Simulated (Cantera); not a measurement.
An adiabatic, constant-volume homogeneous reactor starts with 12.6 % CH₄, 18.4 % O₂, 69.0 % N₂, equivalence ratio 1.4, at 1025 K and 5.82 atm.

Detailed kinetics in Cantera: GRI-Mech 3.0 (53 species, 325 reactions).

### Question
Predict: time of steepest temperature rise; temperature at 0.400 s; equilibrium temperature; x(O₂) at 0.400 s; x(CO₂) at 0.400 s; x(O) at 0.400 s.

### Answer
time of steepest temperature rise: 0.113 s
temperature at 0.400 s: 2860 K
equilibrium temperature: 2860 K
x(O₂) at 0.400 s: 0.000492 (gas-phase equilibrium 0.000492)
x(CO₂) at 0.400 s: 0.0380 (gas-phase equilibrium 0.0380)
x(O) at 0.400 s: 0.000362 (gas-phase equilibrium 0.000362)
